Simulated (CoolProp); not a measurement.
Vapour-liquid equilibrium of n-pentane (1) + benzene (2) at 939 kPa; x and y are mole fractions of (1).

Computed with CoolProp (multi-fluid Helmholtz-energy mixture model, Thol 2019 and Thol 2012; pair parameters Bell 2016).

```
x     bubble temperature (°C)  y at the bubble point  dew temperature at overall composition x (°C)  liquid density (mol/L)
----  -----------------------  ---------------------  ---------------------------------------------  ----------------------
0.05                    169.1                  0.128                                          172.7                   8.837
0.15                    159.5                  0.324                                          168.1                   8.677
0.25                    151.9                  0.464                                          163.2                   8.493
0.35                    145.9                  0.570                                          158.1                   8.296
0.45                    140.9                  0.656                                          152.7                   8.092
0.55                    136.6                  0.730                                          147.1                   7.888
0.65                    132.8                  0.795                                          141.3                   7.687
0.75                    129.3                  0.856                                          135.4                   7.491
0.85                    126.1                  0.914                                          129.6                   7.300
0.95                    123.1                  0.971                                          124.2                   7.118
```

No azeotrope shows between x = 0.05 and 0.95.

The pair parameters rest on a limited set of measurements; away from them the model extrapolates.
